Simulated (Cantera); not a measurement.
A perfectly stirred reactor is fed with 8.33 % CH4, 91.7 % H2, at 0.550 bar; it is held at 1650 K, and followed from long to short residence time.

Computed with Cantera and GRI-Mech 3.0 (53 species, 325 reactions). GRI-Mech 3.0 stops at C3 and has no aromatics, soot or wall deposition, so with more carbon than oxygen in the feed, carbon stays in small species such as C2H2 where larger ones or solid carbon would form.

x: mole fraction; the columns are a selection and need not sum to one.

| τ (s) | x CH4 | x H2 | x CH3 | x H | x C2H | x C2H2 | x CH2 |
|---|---|---|---|---|---|---|---|
| 11 | 0.0195 | 0.951 | 4.97e-5 | 0.000119 | 1.55e-8 | 0.0284 | [?] |
| 4.9 | 0.0220 | 0.949 | 5.58e-5 | 0.000118 | 1.48e-8 | 0.0273 | [?] |
| 2.2 | 0.0265 | 0.947 | 6.64e-5 | 0.000117 | 1.36e-8 | 0.0252 | [?] |
| 1.0 | 0.0335 | 0.943 | 8.26e-5 | 0.000115 | 1.17e-8 | 0.0221 | [?] |
| 0.45 | 0.0430 | 0.938 | 0.000104 | 0.000112 | 9.32e-9 | 0.0179 | [?] |
| 0.20 | 0.0542 | 0.932 | 0.000129 | 0.000110 | 6.57e-9 | 0.0128 | [?] |
| 0.091 | 0.0646 | 0.927 | 0.000152 | 0.000107 | 4.11e-9 | 0.00813 | [?] |
| 0.041 | 0.0727 | 0.922 | 0.000169 | 0.000106 | 2.24e-9 | 0.00447 | 1.81e-8 |
| 0.019 | 0.0777 | 0.919 | 0.000178 | 0.000104 | 1.10e-9 | 0.00222 | 1.89e-8 |
| 0.0084 | 0.0806 | 0.918 | 0.000182 | 0.000102 | 4.52e-10 | 0.000930 | 1.90e-8 |

Task: Some entries are withheld; supply them.

Result: 
- 11, x CH2: 6.11e-9
- 4.9, x CH2: 6.78e-9
- 2.2, x CH2: 7.95e-9
- 1.0, x CH2: 9.67e-9
- 0.45, x CH2: 1.19e-8
- 0.20, x CH2: 1.44e-8
- 0.091, x CH2: 1.66e-8
